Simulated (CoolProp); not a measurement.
Vapour-liquid equilibrium of R143a (1) + isobutene (2) at 0.00797 MPa; x and y are mole fractions of (1).

Values from CoolProp's multi-fluid Helmholtz-energy mixture model, Lemmon and Jacobsen 2000 and Lemmon 2005; pair parameters Bell 2016.

Question: Give the bubble temperature and the first vapour's composition at x = 0.05, 0.275, 0.725. Is there an azeotrope?

Answer: x = 0.05: 201.0 K, y = 0.645; x = 0.275: 188.2 K, y = 0.891; x = 0.725: 185.6 K, y = 0.931. No azeotrope shows between x = 0.05 and 0.95.

The pair parameters rest on a limited set of measurements; away from them the model extrapolates. With so large a gap from Raoult's law the liquid may split in two, which this calculation doesn't test in full.
